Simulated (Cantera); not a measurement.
Mixture: 23.2 % H₂, 16.1 % O₂, 60.6 % N₂, at 8.10 bar, adiabatic and at constant volume. Ignition delay is the time to a rise of 400 K.

Computed with Cantera and GRI-Mech 3.0 (53 species, 325 reactions). The hydrogen kinetics of GRI-Mech 3.0 are dated; newer H2 mechanisms differ, most at raised pressure. Where the delays flatten at high temperature, the 400 K rule measures the pace of heat release, not the induction time.

Task: Predict: delay at 1200 K; delay at 1300 K; delay at 1400 K; delay at 1500 K; apparent activation energy between 1450 and 1550 K.

Result: 
```json
{
 "delay at 1200 K": "29.6 µs",
 "delay at 1300 K": "5.02 µs",
 "delay at 1400 K": "2.64 µs",
 "delay at 1500 K": "1.73 µs",
 "apparent activation energy between 1450 and 1550 K": "67 kJ/mol"
}
```
